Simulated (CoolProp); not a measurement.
R407C along the isobar 2.45 MPa: fugacity coefficient from the reference equation and from simpler models built on Tc = 86.2 °C, pc = 4.632 MPa, ω = 0.363; each cubic takes its own stable root.

Computed with CoolProp (reference Helmholtz-energy equation of state, Lemmon 2003). It is a pseudo-pure fit of the blend.

```tsv
T (°C)	phase	reference
77.55	gas	0.7939
81.35	gas	0.8020
85.15	gas	0.8097
88.95	gas	0.8169
92.75	gas	0.8238
96.55	gas	0.8304
100.35	gas	0.8366
104.15	gas	0.8425
107.95	gas	0.8482
```

### Question
How far does each simpler model (Redlich-Kwong, Soave-Redlich-Kwong, Peng-Robinson) lie from the reference over these 9 states: mean and median of the absolute difference, and the worst?

### Answer
- Redlich-Kwong: mean 1.3 %, median 1.2 %, worst +2.2 % at 77.55 °C and 2.45 MPa
- Soave-Redlich-Kwong: mean 1.5 %, median 1.5 %, worst +1.9 % at 77.55 °C and 2.45 MPa
- Peng-Robinson: mean 0.4 %, median 0.5 %, worst -0.6 % at 107.95 °C and 2.45 MPa
